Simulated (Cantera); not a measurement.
An adiabatic, constant-pressure homogeneous reactor starts with CH₄ : H₂ : O₂ : N₂ = 1 : 0.11 : 0.934 : 3.51 (molar parts), equivalence ratio 2.2, at 1775 K and 9.87 atm.

Cantera simulation using GRI-Mech 3.0 (53 species, 325 reactions); the numbers are that mechanism's predictions, not measurements.

One state of this run: T (K) = 2692; x CH₄ = 1.46e-9; x H₂ = 0.196; x O₂ = 7.16e-6; x C₂H₆ = <1e-12; x CH₂O = 1.09e-7; x O = 2.97e-5. x: mole fraction; the columns are a selection and need not sum to one.

Question: Which value of t (s) does it belong to?
(A) 5.84e-5
(B) 1.00e-6
(C) 0.000227
(D) 1.51e-5

Answer: C, 0.000227
